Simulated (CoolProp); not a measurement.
Vapour-liquid equilibrium of CH2F2 (R32) (1) + R1234yf (2) at 0.0226 MPa; x and y are mole fractions of (1).

Computed with CoolProp (multi-fluid Helmholtz-energy mixture model, Tillner-Roth 1997 and Lemmon 2022; pair parameters Bell 2023).

Give the bubble temperature and the first vapour's composition at x = 0.05, 0.575, 0.65. Is there an azeotrope?

x = 0.05: 211.1 K, y = 0.219; x = 0.575: 198.1 K, y = 0.812; x = 0.65: 197.5 K, y = 0.836. No azeotrope shows between x = 0.05 and 0.95.

The pair parameters rest on a limited set of measurements; away from them the model extrapolates.
